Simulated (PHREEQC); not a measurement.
A solution holds 0.0019 mol/kgw H2SO4, 6.3e-06 mol/kgw CuSO4 and 4.3e-05 mol/kgw Fe2(SO4)3, at 25 °C. Closed to the air; pH follows from the charge balance.

All values are PHREEQC results (ion-association model, phreeqc.dat), not measurements.

No solid was allowed to form.

Question: Estimate the pH, ionic strength, specific conductance.

Answer: pH 2.50; ionic strength 0.00517 mol/kgw; specific conductance 1380 µS/cm.

Question: In which forms is Fe present?

Answer: FeSO4+ 72 %, FeOH+2 14 %, Fe+3 9.8 %, Fe(SO4)2- 1.8 %, Fe(OH)2+ 1.2 %, FeHSO4+2 0.8 % of the Fe.

The solution is supersaturated, for example in Hematite (slow to form), Goethite (slow to form), so a real one may precipitate; this is no full list.
